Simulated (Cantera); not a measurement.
A freely propagating, adiabatic, planar premixed flame of 12.5 % CH₄, 0.876 % CO, 18.1 % O₂, 68.5 % N₂, unburnt at 473 K and 120 Torr; multicomponent+Soret transport, grid criteria slope 0.08 and curve 0.16, no radiation.

Cantera simulation using GRI-Mech 3.0 (53 species, 325 reactions); the numbers are that mechanism's predictions, not measurements. Burning velocities carry a grid error of a few per cent, more on coarse grids.

x: mole fraction of selected species; z is measured from the peak of heat release.

| z (mm) | T (K) | u (m/s) | x CH₄ | x CO | x O₂ | x CH₃ | x C₂H | x CO₂ |
|---|---|---|---|---|---|---|---|---|
| -6.97 | 473 | 0.761 | 0.125 | 0.00875 | 0.181 | 1.66e-8 | <1e-8 | 1.16e-7 |
| -4.64 | 475 | 0.767 | 0.124 | 0.00877 | 0.181 | 2.37e-7 | <1e-8 | 2.91e-6 |
| -3.48 | 487 | 0.789 | 0.122 | 0.00900 | 0.179 | 1.51e-6 | <1e-8 | 2.67e-5 |
| -2.32 | 579 | 0.947 | 0.113 | 0.0117 | 0.173 | 2.10e-5 | <1e-8 | 0.000429 |
| -1.16 | 1041 | 1.75 | 0.0766 | 0.0319 | 0.132 | 0.000892 | <1e-8 | 0.00487 |
| -0.581 | 1430 | 2.44 | 0.0418 | 0.0555 | 0.0872 | 0.00389 | 2.74e-8 | 0.0112 |
| 0 | 1767 | 3.07 | 0.0118 | 0.0792 | 0.0410 | 0.00443 | 7.26e-7 | 0.0202 |
| 0.581 | 1931 | 3.37 | (withheld) | 0.0875 | (withheld) | (withheld) | (withheld) | (withheld) |
| 1.16 | 1978 | 3.45 | 0.000166 | 0.0852 | 0.00486 | 0.000226 | 6.08e-7 | 0.0363 |
| 2.32 | 1995 | 3.46 | 2.01e-6 | 0.0793 | 0.00108 | 3.98e-6 | 3.71e-8 | 0.0439 |
| 4.64 | 2002 | 3.47 | <1e-8 | 0.0762 | 0.000651 | <1e-8 | <1e-8 | 0.0475 |
| 9.29 | 2011 | 3.48 | <1e-8 | 0.0759 | (withheld) | <1e-8 | <1e-8 | 0.0480 |
| 18.6 | 2024 | 3.50 | <1e-8 | 0.0761 | 0.000448 | <1e-8 | <1e-8 | 0.0478 |

Q: What belongs in the gaps?

A: 
- 0.581, x CH₄: 0.00164
- 0.581, x O₂: 0.0145
- 0.581, x CH₃: 0.00141
- 0.581, x C₂H: 1.47e-6
- 0.581, x CO₂: 0.0291
- 9.29, x O₂: 0.000563
